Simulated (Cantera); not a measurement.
Premixed flame

A freely propagating, adiabatic, planar premixed flame of 49.2 % H2, 10.7 % O2, 40.2 % N2, unburnt at 300 K and 0.133 bar; mixture-averaged transport, grid criteria slope 0.08 and curve 0.16, no radiation.

Detailed kinetics in Cantera: the H2/O2 subset of GRI-Mech 3.0, which has no nitrogen chemistry. Burning velocities carry a grid error of a few per cent, more on coarse grids.

| z (mm) | T (K) | u (m/s) | x H2 | x O2 | x H | x OH | x H2O2 | x HO2 |
|---|---|---|---|---|---|---|---|---|
| -15.1 | 300 | 2.29 | 0.492 | 0.107 | <1e-8 | <1e-8 | <1e-8 | <1e-8 |
| -10.0 | 300 | 2.29 | 0.492 | 0.107 | <1e-8 | <1e-8 | <1e-8 | <1e-8 |
| -7.53 | 300 | 2.29 | 0.492 | 0.107 | <1e-8 | <1e-8 | <1e-8 | <1e-8 |
| -5.02 | 300 | 2.29 | 0.492 | 0.107 | <1e-8 | <1e-8 | <1e-8 | <1e-8 |
| -2.51 | 312 | 2.37 | 0.490 | 0.107 | 1.42e-5 | 1.51e-5 | 5.96e-6 | 6.09e-5 |
| -1.26 | 589 | 4.36 | 0.456 | 0.100 | 0.00849 | 0.000467 | 2.39e-5 | 4.66e-5 |
| 0 | 982 | 7.08 | 0.354 | 0.0657 | 0.0546 | 0.000802 | 1.47e-7 | 1.35e-5 |
| 1.26 | 1219 | 8.75 | 0.263 | 0.0125 | 0.0944 | 0.00135 | 7.51e-8 | 2.39e-6 |
| 2.51 | 1308 | 9.37 | 0.250 | 0.00129 | 0.0960 | 0.00125 | 4.30e-8 | 2.31e-7 |
| 5.02 | 1398 | 9.95 | 0.256 | 0.000205 | 0.0854 | 0.00149 | 4.42e-8 | 3.38e-8 |
| 10.0 | 1498 | 10.6 | 0.265 | 0.000162 | 0.0713 | 0.00174 | 4.22e-8 | 2.47e-8 |
| 20.1 | 1602 | 11.2 | 0.275 | 0.000120 | 0.0561 | 0.00185 | 3.19e-8 | 1.76e-8 |
| 40.2 | 1700 | 11.8 | 0.284 | 7.50e-5 | 0.0415 | 0.00175 | 1.93e-8 | 1.13e-8 |
x: mole fraction of selected species; z is measured from the peak of heat release.

| Item | Value |
|---|---|
| laminar burning velocity | 229 cm/s |
| thermal thickness | 5.02 mm |
| peak x(H) | 0.0975 |
| peak x(OH) | 0.00185 |
| peak x(H2O2) | 4.31e-5 |
| peak x(HO2) | 0.000122 |
